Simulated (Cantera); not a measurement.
**B + O2 + H2 (boron, boron nitride and boron oxide)**

A closed system holds: 1 mol B, 0.26 mol O2, 0.73 mol H2, equilibrated at 2150 K.

Cantera equilibrium calculation (NASA polynomials, part measured and part estimated; ideal gas, pure solids and liquids). Candidate condensed phases: B, B2O3, B3O3H3, H2O; 23 gas species. The tables' values for BH2 are old estimates; treat these amounts as uncertain. Gases not in the tables: B2H6 and higher boranes. Rates play no part.

| P (Pa) | x H2 | x BO | x H | x HBO | x B2O2 | x B2O3 | x B | n B(s) |
|---|---|---|---|---|---|---|---|---|
| 10 | 0.370 | 0.311 | 0.256 | 0.0353 | 0.00747 | 4.23e-6 | 0.0136 | 0.451 |
| 32 | 0.454 | 0.290 | 0.159 | 0.0654 | 0.0209 | 3.53e-5 | 0.00424 | 0.466 |
| 100 | 0.512 | 0.239 | 0.0954 | 0.101 | 0.0444 | 0.000194 | 0.00136 | 0.472 |
| 320 | 0.555 | 0.173 | 0.0555 | 0.136 | 0.0742 | 0.000749 | 0.000424 | 0.476 |
| 1000 | 0.585 | 0.114 | 0.0323 | 0.163 | 0.100 | 0.00208 | 0.000136 | 0.479 |
| 3200 | 0.606 | 0.0691 | 0.0184 | 0.180 | 0.118 | 0.00476 | 4.24e-5 | 0.484 |
| 10000 | 0.621 | 0.0404 | 0.0105 | 0.188 | 0.126 | 0.00930 | 1.36e-5 | 0.490 |
| 32000 | 0.634 | 0.0226 | 0.00593 | 0.190 | 0.126 | 0.0166 | 4.24e-6 | 0.499 |
| 100000 | 0.645 | 0.0124 | 0.00339 | 0.186 | 0.119 | 0.0267 | 1.36e-6 | 0.512 |
x: gas mole fraction; n: condensed amount in mol.

From 10.0 Pa to 1.00 bar the condensed part is B(s). The main B-bearing gas is BO at 10.0 Pa and B2O2 at 1.00 bar. The share of B in condensed phases is highest at 1.00 bar (51.2 %) and lowest at 10.0 Pa (45.1 %).
